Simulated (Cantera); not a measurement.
Input: 1 mol Si, 2 mol HBr, 0.74 mol N2, equilibrated at 873 K and 488 Torr.

Cantera equilibrium calculation (NASA polynomials, part measured and part estimated; ideal gas, pure solids and liquids). Candidate condensed phases: Br2, Si, Si3N4; 28 gas species. N2 is the only nitrogen source here; it is nearly inert below about 1500 K, so the nitride shown seldom forms there in practice. Kinetics and transport are ignored.

Base state: HBr 0.516, H2 0.244, SiBr4 0.122, N2 0.118, SiHBr3 6.93e-5, NH3 4.08e-5 (mole fractions); condensed: Si3N4(s).

### Question
What changes in the equilibrium state with this change: temperature from 873 K to 1273 K?

### Answer
```json
[
 {"species": "HBr", "before": "0.516", "after": "0.538"},
 {"species": "H2", "before": "0.244", "after": "0.231"},
 {"species": "N2", "before": "0.118", "after": "0.114"},
 {"species": "SiBr4", "before": "0.122", "after": "0.114"},
 {"species": "SiBr2", "before": "3.70e-9", "after": "0.000507"},
 {"species": "SiBr3", "before": "7.73e-7", "after": "0.00111"},
 {"species": "Si3N4(s), mol", "before": "0.252", "after": "0.256"}
]
```
The tables' values for SiBr3 are old estimates; treat these amounts as uncertain.
